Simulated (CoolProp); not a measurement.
Vapour-liquid equilibrium of n-hexane (1) + m-xylene (2) at 152.25 °C; x and y are mole fractions of (1).

Model: multi-fluid Helmholtz-energy mixture model, Thol 2019 and Zhou 2012; pair parameters Bell 2016, in CoolProp.

```json
[
 {"x": "0.05", "bubble pressure, mixture model (MPa)": "0.1745", "bubble pressure, Raoult's law (MPa)": "0.1747", "y, mixture model": "0.214", "y, Raoult's law": "0.225"},
 {"x": "0.2", "bubble pressure, mixture model (MPa)": "0.2815", "bubble pressure, Raoult's law (MPa)": "0.2714", "y, mixture model": "0.574", "y, Raoult's law": "0.580"},
 {"x": "0.35", "bubble pressure, mixture model (MPa)": "0.3916", "bubble pressure, Raoult's law (MPa)": "0.3681", "y, mixture model": "0.739", "y, Raoult's law": "0.748"},
 {"x": "0.5", "bubble pressure, mixture model (MPa)": "0.4931", "bubble pressure, Raoult's law (MPa)": "0.4647", "y, mixture model": "0.829", "y, Raoult's law": "0.847"},
 {"x": "0.65", "bubble pressure, mixture model (MPa)": "0.5834", "bubble pressure, Raoult's law (MPa)": "0.5614", "y, mixture model": "0.887", "y, Raoult's law": "0.911"},
 {"x": "0.8", "bubble pressure, mixture model (MPa)": "0.6679", "bubble pressure, Raoult's law (MPa)": "0.6581", "y, mixture model": "0.934", "y, Raoult's law": "0.957"},
 {"x": "0.95", "bubble pressure, mixture model (MPa)": "0.7555", "bubble pressure, Raoult's law (MPa)": "0.7547", "y, mixture model": "0.982", "y, Raoult's law": "0.991"}
]
```

The largest gap from Raoult's law is +6.4 % in bubble pressure, at x = 0.35. No azeotrope shows between x = 0.05 and 0.95.

Pair parameters are fitted to limited data, so mixtures are less certain than the pure fluids.
